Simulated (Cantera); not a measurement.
Input (Python, Cantera):

```python
import numpy as np
import cantera as ct

gas = ct.Solution("gri30.yaml")
gas.TPX = 1623, 25000, {'CH4': 1, 'O2': 6.67, 'N2': 32.7, 'C2H6': 0.16}
reactor = ct.IdealGasReactor(gas, energy="on", clone=False)
net = ct.ReactorNet([reactor])
net.rtol, net.atol = 1e-08, 1e-16
show = ['CH4', 'O2', 'NO', 'NO2', 'H', 'C2H']
times = np.geomspace(2e-06, 1, 11)

steps = ct.SolutionArray(gas, extra=["t"])
rows = []
print(f"{'t/s':>10s}{'T/K':>9s}{'P/Pa':>11s}" + "".join(f"{s:>11s}" for s in show))
for t in times:
    while net.time < t:
        t_next = net.step()
        steps.append(gas.state, t=t_next)
    rows.append([np.interp(t, steps.t, y) for y in (steps.T, steps.P, *steps(*show).X.T)])
    print(f"{t:10.3e}{rows[-1][0]:9.1f}{rows[-1][1]:11.4g}" + "".join(f"{x:11.3e}" for x in rows[-1][2:]))
rate = np.gradient(steps.T, steps.t)
print("integrator steps:", len(steps.t))
if steps.T.max() > steps.T[0] + 200:
    print(f"time of steepest temperature rise: {steps.t[rate.argmax()]:.4e} s")
gas.TPX = 1623, 25000, {'CH4': 1, 'O2': 6.67, 'N2': 32.7, 'C2H6': 0.16}
gas.equilibrate("UV")
print(f"equilibrium (UV): T = {gas.T:.1f} K  " + "  ".join(f"{s} {gas[s].X[0]:.3e}" for s in show))
```

Output:

```
       t/s      T/K       P/Pa        CH4         O2         NO        NO2          H        C2H
 2.000e-06   1622.8    2.5e+04  2.467e-02  1.646e-01  3.579e-16  6.249e-23  6.433e-08  7.301e-21
 7.429e-06   1622.3  2.499e+04  2.467e-02  1.646e-01  1.540e-14  3.557e-20  3.047e-07  8.931e-18
 2.759e-05   1620.7  2.497e+04  2.465e-02  1.645e-01  5.361e-13  5.290e-17  2.936e-06  1.522e-14
 1.025e-04   1620.2  2.499e+04  2.360e-02  1.634e-01  9.003e-11  2.857e-13  5.723e-05  1.587e-10
 3.807e-04   2089.9  3.301e+04  5.439e-19  9.682e-02  1.077e-05  1.341e-09  6.705e-03  1.987e-23
 1.414e-03   2232.2  3.496e+04  4.055e-20  9.700e-02  1.430e-04  2.751e-08  3.205e-03  1.856e-25
 5.253e-03   2359.3  3.667e+04  2.225e-20  9.824e-02  7.668e-04  3.002e-07  8.480e-04  8.493e-26
 1.951e-02   2367.7  3.677e+04  2.007e-20  9.749e-02  2.710e-03  1.149e-06  6.796e-04  6.264e-26
 7.248e-02   2358.2  3.661e+04  1.796e-20  9.523e-02  7.483e-03  3.166e-06  6.377e-04  4.878e-26
 2.692e-01   2350.3  3.648e+04  1.632e-20  9.336e-02  1.143e-02  4.828e-06  6.043e-04  3.941e-26
 1.000e+00   2349.8  3.647e+04  1.623e-20  9.325e-02  1.166e-02  4.925e-06  6.024e-04  3.891e-26
integrator steps: 1540
time of steepest temperature rise: 2.3372e-04 s
equilibrium (UV): T = 2349.8 K  CH4 2.497e-20  O2 9.325e-02  NO 1.166e-02  NO2 4.925e-06  H 6.024e-04  C2H 4.231e-26
```

Computed with Cantera and GRI-Mech 3.0 (53 species, 325 reactions).
